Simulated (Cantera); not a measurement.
A closed system holds: 1 mol Si, 2.4 mol CO2, a varied amount of N2, held at 1527 °C and 0.150 bar.

Method: chemical equilibrium by Gibbs-energy minimisation in Cantera with the NASA 1993 tables (ideal gas, pure condensed phases). Candidate condensed phases: C, Si, SiC, SiO2, Si2N2O, Si3N4; 34 gas species. The tables hold silica as quartz up to 1696 K and as liquid above; real silica turns to tridymite and cristobalite and melts near 1996 K. Equilibrium is a limit: real reactors are often held back by kinetics, nucleation or transport.

Task: At 180 mol N2, list the 4 most abundant gas species with their mole fractions, and the condensed phases.

Result: N2 0.987, CO 0.0109, CO2 0.00221, SiO 1.90e-5. Condensed: SiO2(condensed).
